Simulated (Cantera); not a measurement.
Mixture: CH4 : H2 : O2 : N2 = 1 : 0.091 : 4.65 : 17.5 (molar parts), at 27.6 atm, adiabatic and at constant pressure. Ignition delay is the time to a rise of 400 K.

Model: GRI-Mech 3.0 (53 species, 325 reactions), integrated in Cantera. The pressure lies above the range GRI-Mech 3.0 was tuned for (to about 10 atm).

### Question
What does this change do: pressure from 27.6 atm to 1.28 atm?

### Answer
| quantity | before | after |
|---|---|---|
| delay at 1225 K | 0.508 ms | 7.34 ms |
| delay at 1300 K | 0.233 ms | 3.20 ms |
| delay at 1375 K | 0.117 ms | 1.48 ms |
| delay at 1450 K | 62.5 µs | 0.746 ms |
| delay at 1525 K | 35.0 µs | 0.406 ms |
| delay at 1600 K | 20.4 µs | 0.238 ms |
| apparent activation energy between 1450 and 1600 K | 140 kJ/mol | 150 kJ/mol |

### Question
What does this change do: 0.24 parts C2H6 added?

### Answer
| quantity | before | after |
|---|---|---|
| delay at 1225 K | 0.508 ms | 0.316 ms |
| delay at 1300 K | 0.233 ms | 0.117 ms |
| delay at 1375 K | 0.117 ms | 49.6 µs |
| delay at 1450 K | 62.5 µs | 23.8 µs |
| delay at 1525 K | 35.0 µs | 12.6 µs |
| delay at 1600 K | 20.4 µs | 7.27 µs |
| apparent activation energy between 1450 and 1600 K | 140 kJ/mol | 150 kJ/mol |

### Question
What does this change do: pressure from 27.6 atm to 22.7 atm?

### Answer
```
quantity                                                before       after
--------------------------------------------------  ----------  ----------
delay at 1225 K                                       0.508 ms    0.587 ms
delay at 1300 K                                       0.233 ms    0.272 ms
delay at 1375 K                                       0.117 ms    0.137 ms
delay at 1450 K                                        62.5 µs     73.4 µs
delay at 1525 K                                        35.0 µs     41.0 µs
delay at 1600 K                                        20.4 µs     23.7 µs
apparent activation energy between 1450 and 1600 K  140 kJ/mol  150 kJ/mol
```
